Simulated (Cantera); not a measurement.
Input (Python, Cantera):

```python
import numpy as np
import cantera as ct

gas = ct.Solution("gri30.yaml")


def delay(T, t_max=10):
    gas.TPX = T, 1800000, {'CH4': 1, 'O2': 2.33, 'N2': 8.74, 'H2O': 0.58}
    reactor = ct.IdealGasConstPressureReactor(gas, clone=False)
    net = ct.ReactorNet([reactor])
    net.rtol, net.atol = 1e-8, 1e-16
    while net.time < t_max:
        t_old, T_old = net.time, reactor.T
        net.step()
        if reactor.T > T + 400:  # ignition: a rise of 400 K
            return t_old + (T + 400 - T_old) / (reactor.T - T_old) * (net.time - t_old)
    return np.nan


taus = []
for T in [1150, 1200, 1250, 1300, 1350, 1400, 1450, 1500, 1550]:
    taus.append(delay(T))
    print(f"T0 = {T:6g} K   tau = {taus[-1]:.4e} s")
```

It prints:

```
T0 =   1150 K   tau = 4.3500e-03 s
T0 =   1200 K   tau = 2.3247e-03 s
T0 =   1250 K   tau = 1.3038e-03 s
T0 =   1300 K   tau = 7.5917e-04 s
T0 =   1350 K   tau = 4.5525e-04 s
T0 =   1400 K   tau = 2.7949e-04 s
T0 =   1450 K   tau = 1.7490e-04 s
T0 =   1500 K   tau = 1.1124e-04 s
T0 =   1550 K   tau = 7.1778e-05 s
```

Detailed kinetics in Cantera: GRI-Mech 3.0 (53 species, 325 reactions). The pressure lies above the range GRI-Mech 3.0 was tuned for (to about 10 atm).
